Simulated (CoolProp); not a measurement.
Vapour-liquid equilibrium of methanol (1) + toluene (2) at 0.421 MPa; x and y are mole fractions of (1).

Model: multi-fluid Helmholtz-energy mixture model, de Reuck 1993 and Lemmon 2006; pair parameters Bell 2016, in CoolProp.

```tsv
x	bubble temperature, mixture model (°C)	bubble temperature, Raoult's law (°C)	y, mixture model	y, Raoult's law
0.05	143.3	160.7	(withheld)	0.213
0.2	118.3	142.9	0.710	0.556
0.35	(withheld)	131.4	(withheld)	0.727
0.5	110.7	123.1	0.786	0.830
0.65	109.0	116.7	(withheld)	0.900
0.8	107.3	111.4	0.868	0.951
0.95	105.9	107.0	0.959	0.989
```

Question: What belongs in the gaps?

Answer: 
- 0.05, y, mixture model: 0.430
- 0.35, bubble temperature, mixture model (°C): 112.9
- 0.35, y, mixture model: 0.761
- 0.65, y, mixture model: 0.816

The largest gap from Raoult's law is -24.6 K in bubble temperature, at x = 0.2. No azeotrope shows between x = 0.05 and 0.95.

Pair parameters are fitted to limited data, so mixtures are less certain than the pure fluids. With so large a gap from Raoult's law the liquid may split in two, which this calculation doesn't test in full.
